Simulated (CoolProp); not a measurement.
Properties of n-perfluorohexane along the isobar 0.593 MPa.

Values from CoolProp's reference Helmholtz-energy equation of state, Gao 2022.

```json
[
 {"T (°C)": "105.45", "phase": "liquid", "density (kg/m³)": "1406", "speed of sound (m/s)": "283.1", "Joule-Thomson coefficient (K/MPa)": "0.09785", "expansivity (1/kK)": "3.073", "fugacity coefficient": "0.5934"},
 {"T (°C)": "113.35", "phase": "liquid", "density (kg/m³)": "1371", "speed of sound (m/s)": "256.6", "Joule-Thomson coefficient (K/MPa)": "0.2002", "expansivity (1/kK)": "3.445", "fugacity coefficient": "?"},
 {"T (°C)": "129.25", "phase": "gas", "density (kg/m³)": "76.00", "speed of sound (m/s)": "79.13", "Joule-Thomson coefficient (K/MPa)": "16.48", "expansivity (1/kK)": "5.680", "fugacity coefficient": "0.8270"},
 {"T (°C)": "137.15", "phase": "gas", "density (kg/m³)": "72.83", "speed of sound (m/s)": "?", "Joule-Thomson coefficient (K/MPa)": "?", "expansivity (1/kK)": "5.129", "fugacity coefficient": "0.8388"},
 {"T (°C)": "145.15", "phase": "gas", "density (kg/m³)": "70.03", "speed of sound (m/s)": "?", "Joule-Thomson coefficient (K/MPa)": "?", "expansivity (1/kK)": "4.693", "fugacity coefficient": "0.8496"},
 {"T (°C)": "153.05", "phase": "gas", "density (kg/m³)": "67.57", "speed of sound (m/s)": "87.00", "Joule-Thomson coefficient (K/MPa)": "12.24", "expansivity (1/kK)": "4.345", "fugacity coefficient": "0.8594"},
 {"T (°C)": "160.95", "phase": "gas", "density (kg/m³)": "65.37", "speed of sound (m/s)": "89.18", "Joule-Thomson coefficient (K/MPa)": "?", "expansivity (1/kK)": "?", "fugacity coefficient": "0.8684"},
 {"T (°C)": "168.95", "phase": "gas", "density (kg/m³)": "63.35", "speed of sound (m/s)": "91.24", "Joule-Thomson coefficient (K/MPa)": "10.43", "expansivity (1/kK)": "3.810", "fugacity coefficient": "0.8768"},
 {"T (°C)": "176.85", "phase": "gas", "density (kg/m³)": "61.52", "speed of sound (m/s)": "93.16", "Joule-Thomson coefficient (K/MPa)": "9.698", "expansivity (1/kK)": "3.602", "fugacity coefficient": "0.8844"}
]
```

**Question.** Some entries are withheld; supply them.

**Answer.** 
- 113.35, fugacity coefficient: 0.6971
- 137.15, speed of sound (m/s): 82.01
- 137.15, Joule-Thomson coefficient (K/MPa): 14.79
- 145.15, speed of sound (m/s): 84.63
- 145.15, Joule-Thomson coefficient (K/MPa): 13.39
- 160.95, Joule-Thomson coefficient (K/MPa): 11.27
- 160.95, expansivity (1/kK): 4.056
